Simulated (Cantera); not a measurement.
Input: 1 mol Ta2O5, 0.4 mol H2, 0.24 mol H2O, equilibrated at 6.50 bar.

Method: chemical equilibrium by Gibbs-energy minimisation in Cantera with the NASA 1993 tables (ideal gas, pure condensed phases). Candidate condensed phases: H2O, Ta, Ta2O5; 12 gas species. Kinetics and transport are ignored.

log p: log10 of the partial pressure in bar; n: condensed amount in mol.

```tsv
T (K)	log p H2	log p H2O	log p H	log p OH	log p O	n Ta2O5(s)	n Ta2O5(l)
1423	0.61	0.39	-4.87	___	<-11	1.00	0
1498	0.61	0.39	-4.46	___	<-11	1.00	0
1573	0.61	0.39	-4.09	___	-10.52	1.00	0
1648	0.61	0.39	-3.75	___	-9.76	1.00	0
1723	0.61	0.39	-3.43	___	-9.06	1.00	0
1798	0.61	0.39	-3.15	___	-8.42	1.00	0
1873	0.61	0.39	-2.89	___	-7.83	1.00	0
1948	0.61	0.39	-2.64	___	-7.29	1.00	0
2023	0.61	0.39	-2.42	___	-6.79	1.00	0
2098	0.61	0.39	-2.21	___	-6.32	0	1.00
2173	0.61	0.39	-2.01	___	-5.88	0	1.00
2248	0.61	0.39	-1.83	___	-5.47	0	1.00
```

Complete the blanks.


- 1423, log p OH: -6.76
- 1498, log p OH: -6.23
- 1573, log p OH: -5.75
- 1648, log p OH: -5.32
- 1723, log p OH: -4.92
- 1798, log p OH: -4.55
- 1873, log p OH: -4.22
- 1948, log p OH: -3.91
- 2023, log p OH: -3.62
- 2098, log p OH: -3.36
- 2173, log p OH: -3.11
- 2248, log p OH: -2.88
